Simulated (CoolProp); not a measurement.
Methane along the isotherm -115.35 °C: Z from the reference equation and from simpler models built on Tc = -82.6 °C, pc = 4.599 MPa, ω = 0.011; each cubic takes its own stable root.

Model: reference Helmholtz-energy equation of state, Setzmann 1991, in CoolProp.

```tsv
p (MPa)	phase	reference
0.821	gas	0.8857
1.64	liquid	0.05864
2.46	liquid	0.08730
3.29	liquid	0.1159
4.11	liquid	0.1439
4.93	liquid	0.1715
5.75	liquid	0.1989
6.57	liquid	0.2260
7.39	liquid	0.2529
8.21	liquid	0.2796
9.03	liquid	0.3061
9.86	liquid	0.3327
10.7	liquid	0.3595
11.5	liquid	0.3848
```

### Question
How far does each simpler model (van der Waals, Redlich-Kwong, Soave-Redlich-Kwong, Peng-Robinson) lie from the reference over these 14 states: mean and median of the absolute difference, and the worst?

### Answer
- van der Waals: mean 126.1 %, median 41.3 %, worst +1259.5 % at -115.35 °C and 1.64 MPa
- Redlich-Kwong: mean 3.0 %, median 2.9 %, worst +5.2 % at -115.35 °C and 1.64 MPa
- Soave-Redlich-Kwong: mean 3.4 %, median 3.3 %, worst +6.0 % at -115.35 °C and 1.64 MPa
- Peng-Robinson: mean 7.5 %, median 8.1 %, worst -9.2 % at -115.35 °C and 11.5 MPa

At some of these states van der Waals gives the other phase, because its saturation line lies elsewhere.
